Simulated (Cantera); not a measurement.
**Premixed flame**

A freely propagating, adiabatic, planar premixed flame of C3H8 : O2 : N2 : H2 = 1 : 5.1 : 19.2 : 1.3 (molar parts), equivalence ratio 1.1, unburnt at 325 K and 5.00 bar; mixture-averaged transport, grid criteria slope 0.08 and curve 0.16, no radiation.

Cantera simulation using GRI-Mech 3.0 (53 species, 325 reactions); the numbers are that mechanism's predictions, not measurements. GRI-Mech 3.0 was tuned for natural gas; its chemistry of propane as a main component is partial and can be far from experiment. Burning velocities carry a grid error of a few per cent, more on coarse grids.

```
z (mm)   T (K)  u (m/s)    x C3H8     x O2    x H2     x HO2   x CH2CO     x CH3
-------  -----  -------  --------  -------  ------  --------  --------  --------
-0.241     325    0.453    0.0376    0.192  0.0484   1.49e-8     <1e-8     <1e-8
-0.161     326    0.454    0.0376    0.192  0.0472   2.98e-7   4.08e-8     <1e-8
-0.121     333    0.463    0.0377    0.192  0.0455   2.03e-6   4.70e-7     <1e-8
-0.0804    395    0.548    0.0375    0.188  0.0416   2.53e-5   1.19e-5   3.35e-8
-0.0402    830     1.17    0.0293    0.150  0.0353  0.000263  0.000292   7.01e-5
-0.0201   1286     1.86    0.0122    0.104  0.0322  0.000374  0.000927  0.000959
0         1728     2.55  0.000448   0.0551  0.0273  0.000207   0.00106   0.00125
0.0201    1944     2.87   3.27e-7   0.0259  0.0205   4.17e-5  0.000175  0.000238
0.0402    2027     2.98     <1e-8   0.0145  0.0172   1.81e-5   1.02e-5   2.12e-5
0.0804    2110     3.08     <1e-8  0.00805  0.0159   9.15e-6   3.31e-8   1.31e-7
0.161     2189     3.18     <1e-8  0.00470  0.0150   4.59e-6     <1e-8     <1e-8
0.322     2249     3.26     <1e-8  0.00247  0.0136   1.97e-6     <1e-8     <1e-8
0.644     2286     3.30     <1e-8  0.00112  0.0127   7.27e-7     <1e-8     <1e-8
```
x: mole fraction of selected species; z is measured from the peak of heat release.

laminar burning velocity: 45.3 cm/s
thermal thickness: 0.0804 mm
peak x(HO2): 0.000385
peak x(CH2CO): 0.00126
peak x(CH3): 0.00155
grid points: 148
